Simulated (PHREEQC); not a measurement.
FeCl3 is added in steps, without added water, to 1 kg of water holding 7.3 mmol/kgw HF, 1.6 mmol/kgw NH4HF2, 1.7 mmol/kgw (NH4)2SiF6 and 1.6 mmol/kgw HCl, at 10 °C. O2 is buffered at 0.21 atm. CO2 from the air is kept out. The run lets Hematite, Quartz precipitate or redissolve, and no other solid.

Base run: PHREEQC, ion-association model, wateq4f.dat. Each further column changes one thing. The table gives F- (mol/kgw).

```
FeCl3 added (mol)      base  database phreeqc.dat  Debye-Hückel limiting law  all activity coefficients set to 1  metal-ligand complexes left out
-----------------  --------  --------------------  -------------------------  ----------------------------------  -------------------------------
0                   0.00271               0.00278                    0.00275                             0.00250                          0.00271
0.001               0.00160               0.00164                    0.00164                             0.00139                          0.00178
0.00175             0.00119               0.00122                    0.00123                             0.00100                          0.00137
0.00275            0.000860              0.000885                   0.000901                            0.000702                          0.00103
0.00375            0.000665              0.000684                   0.000704                            0.000530                         0.000822
0.0045             0.000565              0.000581                   0.000602                            0.000443                         0.000714
0.0055             0.000468              0.000481                   0.000504                            0.000361                         0.000609
0.00625            0.000413              0.000424                   0.000448                            0.000315                         0.000548
0.00725            0.000356              0.000366                   0.000390                            0.000268                         0.000485
0.00825            0.000312              0.000320                   0.000345                            0.000232                         0.000435
0.009              0.000285              0.000292                   0.000318                            0.000211                         0.000405
0.01               0.000255              0.000261                   0.000287                            0.000187                         0.000370
```

Away from 25 °C the constants follow the database's enthalpies or fits; those with neither stay at their 25 °C values. SiF6-2 is the database's only silicon fluoride. Fluoro complexes past AlF4- and FeF3 are missing from the database. phreeqc.dat and wateq4f.dat share most of their constants, so their agreement is no independent check. Solids allowed in the column 'database phreeqc.dat': SiO2(a), Hematite.
